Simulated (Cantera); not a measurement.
Cantera run, input and output.

```python
import numpy as np
import cantera as ct

surf = ct.Interface("ptcombust.yaml", "Pt_surf")
gas = surf.adjacent["gas"]
gas.TPX = 300, 43000, {'H2': 0.026, 'O2': 0.13, 'N2': 0.79}
jet = ct.ImpingingJet(gas=gas, width=0.047, surface=surf)
jet.inlet.mdot, jet.inlet.T, jet.inlet.X = 0.026, 300, {'H2': 0.026, 'O2': 0.13, 'N2': 0.79}
jet.set_refine_criteria(ratio=10, slope=0.2, curve=0.3)
show, cover = ['H2', 'O2', 'H2O', 'OH'], ["PT(S)", "H(S)", "O(S)", "OH(S)", "CO(S)", "C(S)"]

rows = []
print(f"{'Ts/K':>7s}" + "".join(f"{s:>11s}" for s in show + cover) + "   (gas at the wall, coverages)")
for i, Ts in enumerate([600, 650, 700, 750, 800]):
    jet.surface.T = Ts
    if i == 0:
        surf.TP = Ts, 43000
        surf.coverages = "PT(S):0.5, O(S):0.5"
        surf.advance_coverages(1.0)
        jet.set_initial_guess(products="inlet")
    jet.solve(loglevel=0, auto=(i == 0))
    rows.append([*(jet.X[gas.species_index(s), -1] for s in show), *surf[cover].coverages])
    print(f"{Ts:7g}" + "".join(f"{x:11.3e}" for x in rows[-1]))
```

Output:

```
   Ts/K         H2         O2        H2O         OH      PT(S)       H(S)       O(S)      OH(S)      CO(S)       C(S)   (gas at the wall, coverages)
    600  1.216e-03  1.094e-01  5.090e-02  1.024e-12  1.830e-02  8.235e-10  9.731e-01  8.546e-03  3.296e-22  7.103e-26
    650  1.202e-03  1.099e-01  5.005e-02  1.307e-11  1.945e-02  1.163e-09  9.748e-01  5.721e-03  3.803e-17  3.088e-26
    700  1.096e-03  1.098e-01  4.995e-02  1.127e-10  2.238e-02  2.015e-09  9.734e-01  4.255e-03  5.099e-19  2.428e-27
    750  8.062e-04  1.096e-01  5.025e-02  6.593e-10  3.180e-02  4.890e-09  9.645e-01  3.660e-03  8.075e-19  1.418e-25
    800  5.097e-04  1.094e-01  5.058e-02  2.785e-09  5.278e-02  1.530e-08  9.437e-01  3.522e-03  1.571e-17  2.085e-26
```

Cantera simulation using Deutschmann's 1995 Pt surface mechanism with GRI-Mech 3.0 gas chemistry; the numbers are that mechanism's predictions, not measurements. Catalytic surfaces can have several steady states; this one follows from the mechanism file's or the stated starting coverage.
